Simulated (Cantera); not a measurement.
# Thermodynamics of roasting and sulfation, feed Fe2O3 + SO2 + CO2

A closed system holds: 1 mol Fe2O3, a varied amount of SO2, 0.39 mol CO2, at 1148 K and 0.430 bar.

Method: chemical equilibrium by Gibbs-energy minimisation in Cantera with the NASA 1993 tables (ideal gas, pure condensed phases). Candidate condensed phases: C, Fe, Fe(CO)5, FeO, FeS, FeSO4, FeS2, Fe2O3, Fe2(SO4)3, Fe3O4, S; 25 gas species. Mutual solubility and eutectic melting of coexisting phases are not modelled. Rates play no part.

```csv
n(SO2) (mol),log p SO2,log p CO2,log p SO3,log p CO,log p SO,log p O2,n Fe2O3(s),n Fe3O4(s)
0.42,-0.65,-0.68,-4.69,-5.36,-6.69,-7.29,1.000,0
0.51,-0.61,-0.73,-4.65,-5.40,-6.65,-7.29,1.000,7.56e-5
0.62,-0.58,-0.78,-4.62,-5.45,-6.62,-7.29,1.000,9.55e-5
0.75,-0.55,-0.83,-4.59,-5.50,-6.59,-7.29,1.000,0.000119
0.91,-0.52,-0.89,-4.56,-5.56,-6.56,-7.29,1.000,0.000148
1.1,-0.50,-0.95,-4.54,-5.62,-6.54,-7.29,1.000,0.000182
1.3,-0.48,-1.00,-4.52,-5.67,-6.52,-7.29,1.000,0.000218
1.6,-0.46,-1.07,-4.50,-5.75,-6.50,-7.29,1.000,0.000272
2,-0.44,-1.15,-4.49,-5.83,-6.48,-7.29,0.999,0.000345
2.4,-0.43,-1.22,-4.47,-5.89,-6.47,-7.29,0.999,0.000417
2.9,-0.42,-1.29,-4.46,-5.96,-6.46,-7.29,0.999,0.000507
3.5,-0.41,-1.37,-4.45,-6.04,-6.45,-7.29,0.999,0.000615
4.2,-0.41,-1.44,-4.45,-6.11,-6.44,-7.29,0.999,0.000742
```
log p: log10 of the partial pressure in bar; n: condensed amount in mol.

At 0.42 mol SO2 the condensed part is Fe2O3(s). From 0.51 mol SO2 to 4.2 mol SO2 the condensed part is Fe2O3(s) + Fe3O4(s).
